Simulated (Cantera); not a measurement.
# Sublimation and decomposition of ceramics: Si3N4 + C + H2

A closed system holds: 1 mol Si3N4, 0.019 mol C, 0.96 mol H2, equilibrated at 10.0 Torr.

Equilibrium computed with Cantera from the NASA thermochemical tables; the gas is ideal and each condensed phase is pure. Candidate condensed phases: C, C6H6, C7H8, C8H18, Si, SiC, Si3N4; 105 gas species. Mutual solubility and eutectic melting of coexisting phases are not modelled. The tables' values for SiN are old estimates; treat these amounts as uncertain. Gases not in the tables: Si2H6 and higher silanes. Kinetics and transport are ignored.

At 1500 K the condensed part is SiC(s) + Si3N4(s). At 1600 K the condensed part is Si(s) + SiC(s) + Si3N4(s). From 1700 K to 1800 K the condensed part is Si(l) + SiC(s) + Si3N4(s). From 1900 K to 2200 K the condensed part is Si(l) + SiC(s). From 2300 K to 2500 K the condensed part is Si(l). From 2600 K to 2800 K nothing is condensed. The main Si-bearing gas is SiH2 at 1500 K and Si at 2800 K.

```json
[
 {"T (K)": "1500", "x H2": "0.987", "x N2": "0.0130", "x Si": "3.32e-7", "x H": "0.000151", "x Si2": "1.79e-10", "x SiH": "1.22e-7", "x Si2C": "5.06e-10", "x SiN": "5.62e-9", "n SiC(s)": "0.0190", "n Si3N4(s)": "0.994", "n Si(s)": "0", "n Si(l)": "0"},
 {"T (K)": "1600", "x H2": "0.977", "x N2": "0.0224", "x Si": "7.31e-6", "x H": "0.000465", "x Si2": "1.82e-8", "x SiH": "1.82e-6", "x Si2C": "2.32e-8", "x SiN": "1.09e-7", "n SiC(s)": "0.0190", "n Si3N4(s)": "0.989", "n Si(s)": "0.0140", "n Si(l)": "0"},
 {"T (K)": "1700", "x H2": "0.882", "x N2": "0.117", "x Si": "5.09e-5", "x H": "0.00120", "x Si2": "2.23e-7", "x SiH": "8.54e-6", "x Si2C": "3.07e-7", "x SiN": "1.22e-6", "n SiC(s)": "0.0190", "n Si3N4(s)": "0.936", "n Si(s)": "0", "n Si(l)": "0.172"},
 {"T (K)": "1800", "x H2": "0.337", "x N2": "0.660", "x Si": "0.000238", "x H": "0.00180", "x Si2": "1.44e-6", "x SiH": "1.82e-5", "x Si2C": "2.53e-6", "x SiN": "9.90e-6", "n SiC(s)": "0.0188", "n Si3N4(s)": "0.0630", "n Si(s)": "0", "n Si(l)": "2.79"},
 {"T (K)": "1900", "x H2": "0.321", "x N2": "0.674", "x Si": "0.000946", "x H": "0.00390", "x Si2": "7.60e-6", "x SiH": "5.37e-5", "x Si2C": "1.66e-5", "x SiN": "3.00e-5", "n SiC(s)": "0.0184", "n Si3N4(s)": "0", "n Si(s)": "0", "n Si(l)": "2.98"},
 {"T (K)": "2000", "x H2": "0.318", "x N2": "0.670", "x Si": "0.00327", "x H": "0.00794", "x Si2": "3.39e-5", "x SiH": "0.000144", "x Si2C": "8.95e-5", "x SiN": "8.04e-5", "n SiC(s)": "0.0175", "n Si3N4(s)": "0", "n Si(s)": "0", "n Si(l)": "2.97"},
 {"T (K)": "2100", "x H2": "0.310", "x N2": "0.663", "x Si": "0.0100", "x H": "0.0150", "x Si2": "0.000130", "x SiH": "0.000349", "x Si2C": "0.000409", "x SiN": "0.000195", "n SiC(s)": "0.0153", "n Si3N4(s)": "0", "n Si(s)": "0", "n Si(l)": "2.95"},
 {"T (K)": "2200", "x H2": "0.296", "x N2": "0.645", "x Si": "0.0277", "x H": "0.0265", "x Si2": "0.000443", "x SiH": "0.000768", "x Si2C": "0.00162", "x SiN": "0.000433", "n SiC(s)": "0.00900", "n Si3N4(s)": "0", "n Si(s)": "0", "n Si(l)": "2.88"},
 {"T (K)": "2300", "x H2": "0.269", "x N2": "0.607", "x Si": "0.0699", "x H": "0.0435", "x Si2": "0.00135", "x SiH": "0.00154", "x Si2C": "0.00382", "x SiN": "0.000880", "n SiC(s)": "0", "n Si3N4(s)": "0", "n Si(s)": "0", "n Si(l)": "2.72"},
 {"T (K)": "2400", "x H2": "0.223", "x N2": "0.534", "x Si": "0.163", "x H": "0.0650", "x Si2": "0.00373", "x SiH": "0.00275", "x Si2C": "0.00407", "x SiN": "0.00162", "n SiC(s)": "0", "n Si3N4(s)": "0", "n Si(s)": "0", "n Si(l)": "2.30"},
 {"T (K)": "2500", "x H2": "0.145", "x N2": "0.392", "x Si": "0.356", "x H": "0.0830", "x Si2": "0.00951", "x SiH": "0.00414", "x Si2C": "0.00338", "x SiN": "0.00259", "n SiC(s)": "0", "n Si3N4(s)": "0", "n Si(s)": "0", "n Si(l)": "0.979"},
 {"T (K)": "2600", "x H2": "0.101", "x N2": "0.322", "x Si": "0.452", "x H": "0.105", "x Si2": "0.00859", "x SiH": "0.00378", "x Si2C": "0.00269", "x SiN": "0.00258", "n SiC(s)": "0", "n Si3N4(s)": "0", "n Si(s)": "0", "n Si(l)": "0"},
 {"T (K)": "2700", "x H2": "0.0802", "x N2": "0.314", "x Si": "0.452", "x H": "0.139", "x Si2": "0.00504", "x SiH": "0.00295", "x Si2C": "0.00219", "x SiN": "0.00223", "n SiC(s)": "0", "n Si3N4(s)": "0", "n Si(s)": "0", "n Si(l)": "0"},
 {"T (K)": "2800", "x H2": "0.0600", "x N2": "0.307", "x Si": "0.449", "x H": "0.174", "x Si2": "0.00302", "x SiH": "0.00223", "x Si2C": "0.00154", "x SiN": "0.00194", "n SiC(s)": "0", "n Si3N4(s)": "0", "n Si(s)": "0", "n Si(l)": "0"}
]
```
x: gas mole fraction; n: condensed amount in mol.
